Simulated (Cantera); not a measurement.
Feed: 1 mol Cu₂O, 2000 mol H₂, 0.5 mol N₂, held at 13.3 mbar.

Cantera equilibrium calculation (NASA polynomials, part measured and part estimated; ideal gas, pure solids and liquids). Candidate condensed phases: Cu, CuO, Cu(OH)₂, Cu₂O, H₂O; 27 gas species. The numbers say what is thermodynamically allowed, not how fast it happens.

### Question
Which condensed phases are stable at each of these points (T (°C)): 1152, 1227, 1302, 1377, 1452, 1527, 1602?

### Answer
```csv
T (°C),condensed phases,Cu condensed (%)
1152,Cu(l),83.7
1227,Cu(l),38.2
1302,gas only,0.0
1377,gas only,0.0
1452,gas only,0.0
1527,gas only,0.0
1602,gas only,0.0
```

From 1152 °C to 1227 °C the condensed part is Cu(l). From 1302 °C to 1602 °C nothing is condensed.
